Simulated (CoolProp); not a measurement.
Vapour-liquid equilibrium of dimethyl ether (1) + ethanol (2) at 72.35 °C; x and y are mole fractions of (1).

Values from CoolProp's multi-fluid Helmholtz-energy mixture model, Wu 2011 and Schroeder 2014; pair parameters Bell 2016.

Problem. Give the bubble pressure and the first vapour's composition at x = 0.2, 0.35, 0.725. Is there an azeotrope?

Solution. x = 0.2: 0.5615 MPa, y = 0.869; x = 0.35: 0.8540 MPa, y = 0.921; x = 0.725: 1.417 MPa, y = 0.968. No azeotrope shows between x = 0.05 and 0.95.

Pair parameters are fitted to limited data, so mixtures are less certain than the pure fluids. The gap from Raoult's law changes sign with composition, which may be real or a fault of the pair parameters; it wasn't checked against measurements.
